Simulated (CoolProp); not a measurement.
Vapour-liquid equilibrium of CH2F2 (R32) (1) + R1234ze(E) (2) at 0.0955 MPa; x and y are mole fractions of (1).

Model: multi-fluid Helmholtz-energy mixture model, Tillner-Roth 1997 and Thol 2016; pair parameters Bell 2023, in CoolProp.

```json
[
 {"x": "0.05", "bubble temperature, mixture model (°C)": "-24.7", "bubble temperature, Raoult's law (°C)": "-23.7", "y, mixture model": "0.212", "y, Raoult's law": "0.184"},
 {"x": "0.15", "bubble temperature, mixture model (°C)": "-31.5", "bubble temperature, Raoult's law (°C)": "-29.4", "y, mixture model": "0.483", "y, Raoult's law": "0.440"},
 {"x": "0.25", "bubble temperature, mixture model (°C)": "-36.5", "bubble temperature, Raoult's law (°C)": "-34.0", "y, mixture model": "[?]", "y, Raoult's law": "0.606"},
 {"x": "0.35", "bubble temperature, mixture model (°C)": "-40.2", "bubble temperature, Raoult's law (°C)": "-37.8", "y, mixture model": "0.735", "y, Raoult's law": "0.719"},
 {"x": "0.45", "bubble temperature, mixture model (°C)": "-43.0", "bubble temperature, Raoult's law (°C)": "-41.0", "y, mixture model": "0.801", "y, Raoult's law": "0.799"},
 {"x": "0.55", "bubble temperature, mixture model (°C)": "-45.3", "bubble temperature, Raoult's law (°C)": "-43.8", "y, mixture model": "0.850", "y, Raoult's law": "0.859"},
 {"x": "0.65", "bubble temperature, mixture model (°C)": "-47.3", "bubble temperature, Raoult's law (°C)": "-46.2", "y, mixture model": "[?]", "y, Raoult's law": "0.904"},
 {"x": "0.75", "bubble temperature, mixture model (°C)": "-49.0", "bubble temperature, Raoult's law (°C)": "-48.3", "y, mixture model": "0.924", "y, Raoult's law": "0.940"},
 {"x": "0.85", "bubble temperature, mixture model (°C)": "-50.6", "bubble temperature, Raoult's law (°C)": "-50.3", "y, mixture model": "0.955", "y, Raoult's law": "0.968"},
 {"x": "0.95", "bubble temperature, mixture model (°C)": "[?]", "bubble temperature, Raoult's law (°C)": "-52.0", "y, mixture model": "0.985", "y, Raoult's law": "0.990"}
]
```

### Question
Some entries are withheld; supply them.

### Answer

- 0.25, y, mixture model: 0.638
- 0.65, y, mixture model: 0.889
- 0.95, bubble temperature, mixture model (°C): -52.1

The largest gap from Raoult's law is -2.5 K in bubble temperature, at x = 0.25. No azeotrope shows between x = 0.05 and 0.95.

The pair parameters rest on a limited set of measurements; away from them the model extrapolates.
